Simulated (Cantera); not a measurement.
A perfectly stirred reactor is fed with CH₄ : N₂ = 1 : 50 (molar parts), at 0.0661 atm; it is held at 1525 K, and followed from long to short residence time.

Model: GRI-Mech 3.0 (53 species, 325 reactions), integrated in Cantera. GRI-Mech 3.0 stops at C3 and has no aromatics, soot or wall deposition, so with more carbon than oxygen in the feed, carbon stays in small species such as C2H2 where larger ones or solid carbon would form.

Q: Predict: x(CH₄) at τ = 1.20 s; x(H) at τ = 1.20 s; x(C₂H₆) at τ = 1.20 s; x(CH₃) at τ = 1.20 s; x(C₂H₂) at τ = 1.20 s; x(CH₄) at τ = 31.0 ms; x(H) at τ = 31.0 ms; x(C₂H₆) at τ = 31.0 ms; x(CH₃) at τ = 31.0 ms; x(C₂H₂) at τ = 31.0 ms.

A: 
- x(CH₄) at τ = 1.20 s = 0.0130
- x(H) at τ = 1.20 s = 3.91e-6
- x(C₂H₆) at τ = 1.20 s = 9.92e-6
- x(CH₃) at τ = 1.20 s = 0.000102
- x(C₂H₂) at τ = 1.20 s = 0.00294
- x(CH₄) at τ = 31.0 ms = 0.0195
- x(H) at τ = 31.0 ms = 5.43e-8
- x(C₂H₆) at τ = 31.0 ms = 1.40e-6
- x(CH₃) at τ = 31.0 ms = 3.88e-5
- x(C₂H₂) at τ = 31.0 ms = 1.23e-6
